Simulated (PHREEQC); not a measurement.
Consider water at 25 °C with 0.31 mol/kgw FeSO4. Closed to the air; pH follows from the charge balance.

Computed with PHREEQC (ion-association model, wateq4f.dat).

Each row changes one thing in this solution. Precipitation was switched off in this run.

| case | pH | ionic strength (mol/kgw) | SO4-2 (mol/kgw) | HSO4- (mol/kgw) |
|---|---|---|---|---|
| as made | 5.82 | 0.605 | 0.151 | 6.51e-6 |
| FeSO4 replaced by (NH4)2SO4 at the same molality | 5.22 | 0.589 | 0.139 | ? |
| FeSO4 from 0.31 to 0.155 mol/kgw | 5.83 | 0.322 | 0.0806 | ? |
| 0.015 mol/kgw CaSO4 added | 5.83 | 0.629 | 0.157 | 6.56e-6 |
| FeSO4 replaced by Rb2SO4 at the same molality | 7.36 | 0.930 | 0.310 | 3.31e-7 |
| temperature from 25 to 35 °C | 5.70 | 0.567 | 0.142 | ? |

Complete the blanks.


- FeSO4 replaced by (NH4)2SO4 at the same molality, HSO4- (mol/kgw): 2.38e-5
- FeSO4 from 0.31 to 0.155 mol/kgw, HSO4- (mol/kgw): 4.03e-6
- temperature from 25 to 35 °C, HSO4- (mol/kgw): 1.00e-5

The ionic strength passes 0.7 mol/kgw, the rough limit of the ion-association models, in FeSO4 replaced by Rb2SO4 at the same molality. Species that the database lacks are ignored. Some of these states are supersaturated (in Gypsum, for instance).
